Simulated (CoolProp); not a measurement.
Properties of R1234yf at several states.

Values from CoolProp's reference Helmholtz-energy equation of state, Lemmon 2022.

```csv
T (°C),p (MPa),phase,density (kg/m³),cv (kJ/(kg K)),isothermal compressibility (1/MPa)
-95.45,0.744,liquid,1436,0.7461,0.001033
-128.65,0.145,liquid,1519,0.7280,0.0007316
37.05,3.05,liquid,1065,0.9382,0.007808
```
